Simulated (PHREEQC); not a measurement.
Solution (25 °C): 0.67 mol/kgw HF, 0.00076 mol/kgw NH4F and 0.0017 mol/kgw H2SiF6. Closed to the air; pH follows from the charge balance.

All values are PHREEQC results (ion-association model, phreeqc.dat), not measurements.

```csv
quantity,before,after
pH,1.41,2.15
ionic strength (mol/kgw),0.0475,0.00792
HF2- (mol/kgw),0.0295,0.00136
F- (mol/kgw),0.0129,0.00606
SI of Quartz (SiO2),-11.77,-7.97
```

Which change was made?
A. diluted 10-fold with water
B. NH4F replaced by (NH4)2SiF6 at the same molality
C. HF left out
D. NH4F replaced by NH4BF4 at the same molality
E. H2SiF6 replaced by K2SiO3 at the same molality

A, diluted 10-fold with water

Precipitation was switched off in this run. SiF6-2 is the database's only silicon fluoride.
